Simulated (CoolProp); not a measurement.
Vapour-liquid equilibrium of isobutane (1) + R245fa (2) at 77.35 °C; x and y are mole fractions of (1).

Model: multi-fluid Helmholtz-energy mixture model, Bücker 2006 and Akasaka 2015; pair parameters Bell 2016, in CoolProp.

```json
[
 {"x": "0.05", "bubble pressure (MPa)": "0.8799", "y at the bubble point": "0.173", "dew pressure at overall composition x (MPa)": "0.7749", "liquid density (mol/L)": "8.706"},
 {"x": "0.125", "bubble pressure (MPa)": "1.046", "y at the bubble point": "0.325", "dew pressure at overall composition x (MPa)": "0.8364", "liquid density (mol/L)": "8.564"},
 {"x": "0.2", "bubble pressure (MPa)": "1.168", "y at the bubble point": "0.417", "dew pressure at overall composition x (MPa)": "0.9066", "liquid density (mol/L)": "8.427"},
 {"x": "0.275", "bubble pressure (MPa)": "1.256", "y at the bubble point": "0.480", "dew pressure at overall composition x (MPa)": "0.9867", "liquid density (mol/L)": "8.297"},
 {"x": "0.35", "bubble pressure (MPa)": "1.320", "y at the bubble point": "0.528", "dew pressure at overall composition x (MPa)": "1.078", "liquid density (mol/L)": "8.178"},
 {"x": "0.425", "bubble pressure (MPa)": "1.368", "y at the bubble point": "0.567", "dew pressure at overall composition x (MPa)": "1.178", "liquid density (mol/L)": "8.075"},
 {"x": "0.5", "bubble pressure (MPa)": "1.402", "y at the bubble point": "0.602", "dew pressure at overall composition x (MPa)": "1.283", "liquid density (mol/L)": "7.993"},
 {"x": "0.575", "bubble pressure (MPa)": "1.426", "y at the bubble point": "0.637", "dew pressure at overall composition x (MPa)": "1.376", "liquid density (mol/L)": "7.936"},
 {"x": "0.65", "bubble pressure (MPa)": "1.441", "y at the bubble point": "0.675", "dew pressure at overall composition x (MPa)": "1.433", "liquid density (mol/L)": "7.907"},
 {"x": "0.725", "bubble pressure (MPa)": "1.443", "y at the bubble point": "0.717", "dew pressure at overall composition x (MPa)": "1.443", "liquid density (mol/L)": "7.909"},
 {"x": "0.8", "bubble pressure (MPa)": "1.431", "y at the bubble point": "0.767", "dew pressure at overall composition x (MPa)": "1.417", "liquid density (mol/L)": "7.942"},
 {"x": "0.875", "bubble pressure (MPa)": "1.399", "y at the bubble point": "0.832", "dew pressure at overall composition x (MPa)": "1.370", "liquid density (mol/L)": "8.005"},
 {"x": "0.95", "bubble pressure (MPa)": "1.336", "y at the bubble point": "0.920", "dew pressure at overall composition x (MPa)": "1.313", "liquid density (mol/L)": "8.094"}
]
```

y crosses x between x = 0.65 and 0.725: the model has an azeotrope there.

The pair parameters rest on a limited set of measurements; away from them the model extrapolates.
